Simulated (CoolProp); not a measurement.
Vapour-liquid equilibrium of R125 (1) + R134a (2) at 205.3 K; x and y are mole fractions of (1).

Values from CoolProp's multi-fluid Helmholtz-energy mixture model, Lemmon 2005 and Tillner-Roth 1994; pair parameters Lemmon 2004.

| x | bubble pressure (MPa) | y at the bubble point | dew pressure at overall composition x (MPa) | liquid density (mol/L) |
|---|---|---|---|---|
| 0.05 | (withheld) | 0.164 | 0.009678 | 14.59 |
| 0.15 | 0.01319 | 0.397 | 0.01048 | 14.44 |
| 0.25 | 0.01576 | 0.553 | 0.01143 | 14.29 |
| 0.35 | 0.01830 | 0.665 | 0.01257 | 14.14 |
| 0.45 | 0.02082 | 0.750 | 0.01396 | 13.99 |
| 0.55 | (withheld) | 0.816 | 0.01569 | 13.84 |
| 0.65 | 0.02577 | 0.869 | 0.01791 | 13.69 |
| 0.75 | 0.02822 | 0.914 | 0.02083 | 13.55 |
| 0.85 | 0.03066 | 0.952 | (withheld) | 13.40 |
| 0.95 | 0.03312 | 0.985 | 0.03055 | 13.26 |

Question: Some entries are withheld; supply them.

Answer: 
- 0.05, bubble pressure (MPa): 0.01061
- 0.55, bubble pressure (MPa): 0.02331
- 0.85, dew pressure at overall composition x (MPa): 0.02483

No azeotrope shows between x = 0.05 and 0.95.

The pair parameters rest on a limited set of measurements; away from them the model extrapolates.
